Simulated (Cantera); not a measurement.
Feed: 1 mol Pb, 4.2 mol CO, 7.6 mol H2, 0.021 mol O2, at 1.33 mbar.

Method: chemical equilibrium by Gibbs-energy minimisation in Cantera with the NASA 1993 tables (ideal gas, pure condensed phases). Candidate condensed phases: C, C6H6, C7H8, C8H18, H2O, Pb, PbO, PbO2, Pb3O4; 113 gas species. Kinetics and transport are ignored.

x: gas mole fraction; n: condensed amount in mol.

| T (°C) | x H2 | x CO | x Pb | x CO2 | x H2O | x H | n C(graphite) | n Pb(l) |
|---|---|---|---|---|---|---|---|---|
| 500 | 0.655 | 0.302 | 1.73e-5 | 0.0297 | 0.0126 | 2.01e-11 | 0.424 | 1.000 |
| 600 | 0.642 | 0.353 | 0.000477 | 0.00224 | 0.00153 | 1.03e-9 | 0 | 0.994 |
| 700 | 0.638 | 0.352 | 0.00656 | 0.00167 | 0.00187 | 2.37e-8 | 0 | 0.922 |
| 800 | 0.607 | 0.335 | 0.0548 | 0.00126 | 0.00210 | 2.99e-7 | 0 | 0.316 |
| 900 | 0.591 | 0.327 | 0.0781 | 0.000994 | 0.00229 | 2.48e-6 | 0 | 0 |
| 1000 | 0.591 | 0.327 | 0.0781 | (withheld) | 0.00246 | (withheld) | 0 | 0 |
| 1100 | 0.591 | 0.327 | 0.0781 | (withheld) | 0.00259 | (withheld) | 0 | 0 |
| 1200 | 0.591 | 0.327 | 0.0781 | 0.000600 | 0.00268 | 0.000266 | 0 | 0 |
| 1300 | 0.590 | 0.327 | 0.0781 | 0.000528 | 0.00275 | 0.000856 | 0 | 0 |
| 1400 | 0.589 | 0.327 | 0.0780 | 0.000471 | 0.00281 | 0.00239 | 0 | 0 |

**Question.** Fill in the missing entries.

**Answer.** 
- 1000, x CO2: 0.000822
- 1000, x H: 1.50e-5
- 1100, x CO2: 0.000695
- 1100, x H: 7.01e-5
